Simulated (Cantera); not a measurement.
Feed: 1 mol SiH4, 0.25 mol C2H4, 150 mol H2, held at 2100 K and 0.440 bar.

Equilibrium computed with Cantera from the NASA thermochemical tables; the gas is ideal and each condensed phase is pure. Candidate condensed phases: C, C6H6, C7H8, C8H18, Si, SiC; 87 gas species. Mutual solubility and eutectic melting of coexisting phases are not modelled. Gases not in the tables: Si2H6 and higher silanes. Kinetics and transport are ignored.

Base state: H2 0.995, H 0.00468, Si 0.000303, SiH2 0.000181, SiH 0.000109, Si2C 1.24e-5, CH4 1.12e-5 (mole fractions); condensed: Si(l) + SiC(s).

**Question.** What changes in the equilibrium state with this change: SiH4 replaced by SiCl4?

**Answer.** 
```
species        before     after
-----------  --------  --------
H2              0.995     0.970
HCl                 0    0.0235
H             0.00468   0.00463
SiCl2               0   0.00122
SiCl                0   9.03e-5
Cl                  0   8.26e-5
CH4           1.12e-5   1.06e-5
SiH2         0.000181  0.000177
Si(l), mol      0.410     0.210
SiC(s), mol     0.494     0.494
```
The tables' values for SiCl are old estimates; treat these amounts as uncertain.
